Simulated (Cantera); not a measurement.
**Equilibrium for silicon carbide growth: SiCl₄ + C₂H₄ + H₂**

Input: 1 mol SiCl₄, 0.083 mol C₂H₄, 43 mol H₂, equilibrated at 1598.15 K.

Equilibrium computed with Cantera from the NASA thermochemical tables; the gas is ideal and each condensed phase is pure. Candidate condensed phases: C, C₆H₆, C₇H₈, C₈H₁₈, Si, SiC; 109 gas species. Mutual solubility and eutectic melting of coexisting phases are not modelled. The tables' values for SiCl₃, SiCl are old estimates; treat these amounts as uncertain. Kinetics and transport are ignored.

From 0.00100 bar to 1.00 bar the condensed part is Si(s) + SiC(s). The main Si-bearing gas is SiCl₂ throughout.

```
P (Pa)  log p H₂  log p HCl  log p SiCl₂  log p H  log p SiCl₃  log p SiHCl₃  log p SiCl₄  n Si(s)  n SiC(s)
------  --------  ---------  -----------  -------  -----------  ------------  -----------  -------  --------
100        -3.03      -4.22        -4.86    -5.79        -7.42         -9.25        -9.59    0.203     0.166
400        -2.43      -3.61        -4.26    -5.49        -6.52         -8.04        -8.38    0.207     0.166
1600       -1.83      -3.01        -3.66    -5.19        -5.62         -6.84        -7.18    0.207     0.166
6300       -1.23      -2.42        -3.07    -4.89        -4.73         -5.66        -6.00    0.205     0.166
25000      -0.64      -1.83        -2.48    -4.59        -3.85         -4.48        -4.82    0.199     0.166
100000     -0.03      -1.24        -1.90    -4.29        -2.99         -3.31        -3.67    0.185     0.165
```
log p: log10 of the partial pressure in bar; n: condensed amount in mol.
